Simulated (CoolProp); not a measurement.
Vapour-liquid equilibrium of ethanol (1) + n-octane (2) at 456.3 K; x and y are mole fractions of (1).

Model: multi-fluid Helmholtz-energy mixture model, Schroeder 2014 and Beckmüller 2019; pair parameters Bell 2016, in CoolProp.

```csv
x,"bubble pressure, mixture model (MPa)","bubble pressure, Raoult's law (MPa)","y, mixture model","y, Raoult's law"
0.05,0.6445,0.4828,0.366,0.219
0.15,1.001,0.6549,0.587,0.485
0.25,1.233,0.8271,0.668,0.640
0.35,1.395,0.9992,0.715,0.742
0.45,1.525,1.171,0.750,0.814
0.55,1.641,1.344,0.784,0.867
0.65,1.752,1.516,0.820,0.908
0.75,1.861,1.688,0.861,0.941
0.85,1.968,1.860,0.909,0.968
0.95,2.070,2.032,0.967,0.990
```

The largest gap from Raoult's law is +52.8 % in bubble pressure, at x = 0.15. No azeotrope shows between x = 0.05 and 0.95.

The pair parameters rest on a limited set of measurements; away from them the model extrapolates. With so large a gap from Raoult's law the liquid may split in two, which this calculation doesn't test in full.
